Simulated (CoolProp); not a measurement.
R1224YDZ at several states: density (kg/m³) from the reference equation and from simpler models built on Tc = 428.7 K, pc = 3.334 MPa, ω = 0.325; each cubic takes its own stable root.

Model: reference Helmholtz-energy equation of state, Akasaka 2023, in CoolProp.

```json
[
 {"T (K)": "262.4", "p (MPa)": "0.244", "phase": "liquid", "reference": "1454", "van der Waals": "[?]", "Redlich-Kwong": "1249", "Soave-Redlich-Kwong": "1302"},
 {"T (K)": "189.7", "p (MPa)": "4.08", "phase": "liquid", "reference": "1635", "van der Waals": "[?]", "Redlich-Kwong": "[?]", "Soave-Redlich-Kwong": "[?]"},
 {"T (K)": "238.9", "p (MPa)": "0.0117", "phase": "liquid", "reference": "1512", "van der Waals": "0.8781", "Redlich-Kwong": "0.8799", "Soave-Redlich-Kwong": "[?]"}
]
```

Question: Fill in the missing entries.

Answer: 
- 262.4, van der Waals: 17.90
- 189.7, van der Waals: 950.8
- 189.7, Redlich-Kwong: 1405
- 189.7, Soave-Redlich-Kwong: 1435
- 238.9, Soave-Redlich-Kwong: 1348

At some of these states van der Waals, Redlich-Kwong gives the other phase, because its saturation line lies elsewhere.
